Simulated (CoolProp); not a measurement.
Values from CoolProp's reference Helmholtz-energy equation of state, Tillner-Roth 1997.

Problem. Give the vapour pressure (kPa), enthalpy of vaporisation (kJ/kg), vapour Z, surface tension (mN/m) of saturated CH2F2 (R32) at 284, 325.7 K.

Solution. 
```tsv
T (K)	p (kPa)	enthalpy of vaporisation (kJ/kg)	vapour Z	surface tension (mN/m)
284	1140	297	0.806	9.11
325.7	3330	202	0.601	2.73
```

Surface tension comes from a separate correlation (Mulero 2012).
